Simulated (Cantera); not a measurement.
## MgO + NF₃ + H₂ (oxide etching and cleaning by halides)

Charge: 1 mol MgO, 1.8 mol NF₃, 2 mol H₂, at 50.0 Pa.

These are equilibrium values from Cantera (NASA tables, ideal gas, pure condensed phases), not measurements of a reactor. Candidate condensed phases: H₂O, Mg, MgF₂, MgO, Mg(OH)₂; 50 gas species. Mutual solubility and eutectic melting of coexisting phases are not modelled. Equilibrium is a limit: real reactors are often held back by kinetics, nucleation or transport.

| T (°C) | log p HF | log p N₂ | log p MgF₂ | log p O₂ | log p H₂O | n MgF₂(s) | n MgO(s) |
|---|---|---|---|---|---|---|---|
| 1000 | -3.46 | -4.04 | -6.58 | -4.45 | -4.52 | 0.997 | 0 |
| 1100 | -3.44 | -4.06 | -5.46 | -4.47 | -5.04 | 0.758 | 0.206 |
| 1200 | -3.45 | -4.09 | -4.49 | -4.50 | -5.62 | 0.369 | 0.273 |
| 1300 | -3.48 | -4.12 | -4.21 | -4.53 | -5.60 | 0 | 0.270 |
| 1400 | -3.49 | -4.12 | -4.20 | -4.54 | -5.31 | 0 | 0.241 |
| 1500 | -3.50 | -4.12 | -4.17 | -4.54 | -5.08 | 0 | 0.196 |
| 1600 | -3.51 | -4.12 | -4.14 | -4.55 | -4.89 | 0 | 0.132 |
| 1700 | -3.54 | -4.13 | -4.11 | -4.55 | -4.75 | 0 | 0.0395 |
log p: log10 of the partial pressure in bar; n: condensed amount in mol.

At 1000 °C the condensed part is MgF₂(s). From 1100 °C to 1200 °C the condensed part is MgF₂(s) + MgO(s). From 1300 °C to 1700 °C the condensed part is MgO(s). The main Mg-bearing gas is MgF₂ throughout. The share of Mg in condensed phases is highest at 1000 °C (99.7 %) and lowest at 1700 °C (4.0 %).
